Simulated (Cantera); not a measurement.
Mixture: CH₄ : H₂ : O₂ : N₂ = 1 : 0.059 : 1.45 : 5.45 (molar parts), at 1.00 atm, adiabatic and at constant volume. Ignition delay is the time to a rise of 400 K.

Model: GRI-Mech 3.0 (53 species, 325 reactions), integrated in Cantera.

Task: What does this change do: pressure from 1.00 atm to 8.39 atm?

Result: 
```json
[
 {"quantity": "delay at 1200 K", "before": "26.9 ms", "after": "2.87 ms"},
 {"quantity": "delay at 1400 K", "before": "2.57 ms", "after": "0.433 ms"},
 {"quantity": "delay at 1600 K", "before": "0.386 ms", "after": "72.3 µs"},
 {"quantity": "delay at 1800 K", "before": "94.9 µs", "after": "15.8 µs"},
 {"quantity": "delay at 2000 K", "before": "32.6 µs", "after": "4.79 µs"},
 {"quantity": "apparent activation energy between 1900 and 2100 K", "before": "160 kJ/mol", "after": "170 kJ/mol"}
]
```

Task: What does this change do: pressure from 1.00 atm to 9.87 atm?

Result: 
```tsv
quantity	before	after
delay at 1200 K	26.9 ms	2.35 ms
delay at 1400 K	2.57 ms	0.369 ms
delay at 1600 K	0.386 ms	63.2 µs
delay at 1800 K	94.9 µs	13.9 µs
delay at 2000 K	32.6 µs	4.17 µs
apparent activation energy between 1900 and 2100 K	160 kJ/mol	170 kJ/mol
```
